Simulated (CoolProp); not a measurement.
Values from CoolProp's reference Helmholtz-energy equation of state, McLinden 2015.

Task: For the fluoroketone C6F12O (FK-5-1-12), give the phase and the Z, cv (kJ/(kg K)), speed of sound (m/s), isothermal compressibility (1/MPa) at 347.7 K and 9.35 MPa.

Result: 
- 347.7 K and 9.35 MPa: liquid; Z 0.677, cv 0.919, speed of sound 450, isothermal compressibility 0.00398
